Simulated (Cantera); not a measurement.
Input: 1 mol BN, 0.89 mol NF3, 3.4 mol N2, 23 mol Cl2, at 1577 °C and 75.0 Torr.

Cantera equilibrium calculation (NASA polynomials, part measured and part estimated; ideal gas, pure solids and liquids). Candidate condensed phases: B, BN; 21 gas species. The tables' values for BF2 are old estimates; treat these amounts as uncertain. The numbers say what is thermodynamically allowed, not how fast it happens.

Question: What is the equilibrium state?

Answer: 
```
Item                                Result
-------------------------------  ---------
x(Cl)                                0.623
x(Cl2)                               0.246
x(N2)                                0.106
x(BF3)                              0.0217
x(BCl3)                            0.00268
x(BF2)                             1.24e-5
x(F)                               6.08e-6
x(ClF)                             4.56e-6
x(BClF)                            1.27e-6
gas amount                       40.94 mol
log10 activity of B(s) (absent)      -9.87
```
